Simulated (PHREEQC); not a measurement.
# Alkaline etch or developer: an equilibrium model

A solution holds 0.005 mol TMAH per kg of water, at 25 °C. Closed to the air; pH follows from the charge balance.

Model: ion-association model, phreeqc.dat, run in PHREEQC.

pH: 11.66
ionic strength: 0.00500 mol/kgw
total alkalinity: 5.00 meq/kg

```
species   molality  activity   log γ
--------  --------  --------  ------
OH-        0.00500   0.00463  -0.033
(CH3)4N+   0.00500   0.00463  -0.033
```

This is a speciation only: nothing precipitates in the calculation. Species that the database lacks are ignored. (CH3)4N+ isn't in the database: it is added as a free cation with an ion size of 4 Å.
